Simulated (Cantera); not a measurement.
# Ignition delay

Mixture: CH₄ : O₂ : N₂ = 0.34 : 1.43 : 5.37 (molar parts), equivalence ratio 0.48, at 32.0 bar, adiabatic and at constant volume. Ignition delay is the time to a rise of 400 K.

Computed with Cantera and GRI-Mech 3.0 (53 species, 325 reactions). The pressure lies above the range GRI-Mech 3.0 was tuned for (to about 10 atm).

```csv
T0 (K),delay (ms)
1050,9.39
1100,4.22
1150,2.05
1200,1.06
1250,0.580
1300,0.332
1350,0.197
1400,0.121
1450,0.0767
```

```yaml
apparent activation energy between 1350 and 1450 K: 150 kJ/mol
```
